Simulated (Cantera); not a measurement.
A Cantera script and what it prints.

```python
import numpy as np
import cantera as ct

gas_names = """
    H HNO HNO2 HNO3 HO2 H2 H2O H2O2 N NH NH2 NH3 NH2OH NO NO2 NO3 N2 N2H2 N2H4 N2O O OH O2 O3 Zr ZrN ZrO
    ZrO2
""".split()
cond_names = """
    H2O(s) H2O(L) Zr(a) Zr(b) Zr(L) ZrN(s) ZrN(L) ZrO2(a) ZrO2(b) ZrO2(L)
""".split()


def load(file, names, dense=False):
    # The tables refer to 1 bar. Condensed volumes are neglected.
    table = {s.name: s for s in ct.Species.list_from_file(file)}
    out = []
    for n in names:
        d = dict(table[n].input_data)
        d["thermo"] = dict(d["thermo"], **{"reference-pressure": 1e5})
        if dense:
            d["equation-of-state"] = {"model": "constant-volume", "density": "1e6 g/cm^3"}
        out.append(ct.Species.from_dict(d))
    return out


gas = ct.Solution(thermo="ideal-gas", species=load("nasa_gas.yaml", gas_names))
cond = {s.name: ct.Solution(thermo="fixed-stoichiometry", species=[s], name=s.name)
        for s in load("nasa_condensed.yaml", cond_names, dense=True)}
atoms = {
    'Zr': {'Zr': 1},
    'N2O': {'N': 2, 'O': 1},
    'H2': {'H': 2},
}
top_T = {}  # K; cautious upper limits of use, not melting points


def equilibrate(T, P, feed):
    n = {}
    for name, mol in feed.items():
        for a, k in atoms[name].items():
            n[a] = n.get(a, 0.0) + k * mol
    gas.TPX = T, P, n
    mass = sum(n.values()) * gas.mean_molecular_weight
    gas.equilibrate("TP")
    valid = [c for c in cond.values() if c.min_temp <= T <= top_T.get(c.name, c.max_temp)]
    mix = ct.Mixture([(gas, mass / gas.mean_molecular_weight)] + [(c, 0.0) for c in valid])
    mix.T, mix.P = T, P
    mix.equilibrate("TP", solver="vcs", rtol=1e-11, max_steps=5000)
    return mix


results = []
feed = {'Zr': 1, 'N2O': 17, 'H2': 68}  # mol
P = 590000  # Pa
for T in [1473, 1523, 1573, 1623, 1673, 1723, 1773]:
    mix = equilibrate(T, P, feed)
    results.append((T, P, feed, dict(zip(mix.species_names, mix.species_moles))))
    x = sorted(zip(gas.X, gas.species_names), reverse=True)
    print(f"T = {T:g} K  P = {P:g} Pa  gas = {mix.phase_moles(0):.4g} mol")
    print("   x: " + "  ".join(f"{s} {v:.3e}" for v, s in x if v > 1e-05))
    print("   condensed (mol): " + ("  ".join(f"{mix.phase(i).name} {mix.phase_moles(i):.4g}"
          for i in range(1, mix.n_phases) if mix.phase_moles(i) > 1e-12) or "none"))
```

Output:

```
T = 1473 K  P = 590000 Pa  gas = 84.99 mol
   x: H2 6.234e-01  N2 2.000e-01  H2O 1.765e-01  NH3 8.739e-05
   condensed (mol): ZrO2(a) 1
T = 1523 K  P = 590000 Pa  gas = 84.99 mol
   x: H2 6.235e-01  N2 2.000e-01  H2O 1.765e-01  NH3 7.513e-05
   condensed (mol): ZrO2(b) 1
T = 1573 K  P = 590000 Pa  gas = 85 mol
   x: H2 6.235e-01  N2 2.000e-01  H2O 1.765e-01  NH3 6.522e-05  H 1.322e-05
   condensed (mol): ZrO2(b) 1
T = 1623 K  P = 590000 Pa  gas = 85 mol
   x: H2 6.235e-01  N2 2.000e-01  H2O 1.765e-01  NH3 5.711e-05  H 2.247e-05
   condensed (mol): ZrO2(b) 1
T = 1673 K  P = 590000 Pa  gas = 85 mol
   x: H2 6.235e-01  N2 2.000e-01  H2O 1.765e-01  NH3 5.041e-05  H 3.702e-05
   condensed (mol): ZrO2(b) 1
T = 1723 K  P = 590000 Pa  gas = 85 mol
   x: H2 6.234e-01  N2 2.000e-01  H2O 1.765e-01  H 5.928e-05  NH3 4.483e-05
   condensed (mol): ZrO2(b) 1
T = 1773 K  P = 590000 Pa  gas = 85 mol
   x: H2 6.234e-01  N2 2.000e-01  H2O 1.765e-01  H 9.247e-05  NH3 4.013e-05
   condensed (mol): ZrO2(b) 1
```

Method: chemical equilibrium by Gibbs-energy minimisation in Cantera with the NASA 1993 tables (ideal gas, pure condensed phases).
